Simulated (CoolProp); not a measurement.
Vapour-liquid equilibrium of propane (1) + neopentane (2) at 0.513 MPa; x and y are mole fractions of (1).

Model: multi-fluid Helmholtz-energy mixture model, Lemmon 2009 and Lemmon 2006; pair parameters Bell 2016, in CoolProp.

```json
[
 {"x": "0.05", "bubble temperature, mixture model (K)": "334.2", "bubble temperature, Raoult's law (K)": "330.8", "y, mixture model": "0.113", "y, Raoult's law": "0.196"},
 {"x": "0.2", "bubble temperature, mixture model (K)": "324.8", "bubble temperature, Raoult's law (K)": "315.0", "y, mixture model": "[?]", "y, Raoult's law": "0.557"},
 {"x": "0.35", "bubble temperature, mixture model (K)": "315.4", "bubble temperature, Raoult's law (K)": "303.5", "y, mixture model": "0.617", "y, Raoult's law": "0.743"},
 {"x": "0.5", "bubble temperature, mixture model (K)": "305.3", "bubble temperature, Raoult's law (K)": "294.8", "y, mixture model": "0.788", "y, Raoult's law": "0.850"},
 {"x": "0.65", "bubble temperature, mixture model (K)": "295.0", "bubble temperature, Raoult's law (K)": "287.8", "y, mixture model": "0.904", "y, Raoult's law": "0.917"},
 {"x": "0.8", "bubble temperature, mixture model (K)": "285.3", "bubble temperature, Raoult's law (K)": "282.0", "y, mixture model": "[?]", "y, Raoult's law": "0.961"},
 {"x": "0.95", "bubble temperature, mixture model (K)": "[?]", "bubble temperature, Raoult's law (K)": "277.2", "y, mixture model": "0.996", "y, Raoult's law": "0.992"}
]
```

**Question.** What belongs in the gaps?

**Answer.** 
- 0.2, y, mixture model: 0.394
- 0.8, y, mixture model: 0.968
- 0.95, bubble temperature, mixture model (K): 277.7

The largest gap from Raoult's law is +11.9 K in bubble temperature, at x = 0.35. No azeotrope shows between x = 0.05 and 0.95.

Pair parameters are fitted to limited data, so mixtures are less certain than the pure fluids.
